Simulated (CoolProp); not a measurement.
Vapour-liquid equilibrium of toluene (1) + n-dodecane (2) at 482.6 K; x and y are mole fractions of (1).

Computed with CoolProp (multi-fluid Helmholtz-energy mixture model, Lemmon 2006 and Lemmon 2004; pair parameters Bell 2016).

```json
[
 {"x": "0.05", "bubble pressure (kPa)": "112.3", "y at the bubble point": "(withheld)", "dew pressure at overall composition x (kPa)": "89.94", "liquid density (mol/L)": "3.624"},
 {"x": "0.15", "bubble pressure (kPa)": "(withheld)", "y at the bubble point": "0.557", "dew pressure at overall composition x (kPa)": "99.37", "liquid density (mol/L)": "3.838"},
 {"x": "0.25", "bubble pressure (kPa)": "(withheld)", "y at the bubble point": "0.713", "dew pressure at overall composition x (kPa)": "111.0", "liquid density (mol/L)": "4.074"},
 {"x": "0.35", "bubble pressure (kPa)": "316.6", "y at the bubble point": "0.805", "dew pressure at overall composition x (kPa)": "125.6", "liquid density (mol/L)": "4.336"},
 {"x": "0.45", "bubble pressure (kPa)": "395.6", "y at the bubble point": "0.864", "dew pressure at overall composition x (kPa)": "144.7", "liquid density (mol/L)": "4.629"},
 {"x": "0.55", "bubble pressure (kPa)": "477.6", "y at the bubble point": "0.905", "dew pressure at overall composition x (kPa)": "170.7", "liquid density (mol/L)": "(withheld)"},
 {"x": "0.65", "bubble pressure (kPa)": "562.4", "y at the bubble point": "0.935", "dew pressure at overall composition x (kPa)": "208.2", "liquid density (mol/L)": "5.335"},
 {"x": "0.75", "bubble pressure (kPa)": "650.1", "y at the bubble point": "0.958", "dew pressure at overall composition x (kPa)": "267.2", "liquid density (mol/L)": "(withheld)"},
 {"x": "0.85", "bubble pressure (kPa)": "741.2", "y at the bubble point": "0.977", "dew pressure at overall composition x (kPa)": "373.7", "liquid density (mol/L)": "(withheld)"},
 {"x": "0.95", "bubble pressure (kPa)": "835.7", "y at the bubble point": "0.993", "dew pressure at overall composition x (kPa)": "617.2", "liquid density (mol/L)": "6.862"}
]
```

Task: Fill in the missing entries.

Result: 
- 0.05, y at the bubble point: 0.260
- 0.15, bubble pressure (kPa): 172.9
- 0.25, bubble pressure (kPa): 241.8
- 0.55, liquid density (mol/L): 4.959
- 0.75, liquid density (mol/L): 5.767
- 0.85, liquid density (mol/L): 6.270

No azeotrope shows between x = 0.05 and 0.95.

Pair parameters are fitted to limited data, so mixtures are less certain than the pure fluids.
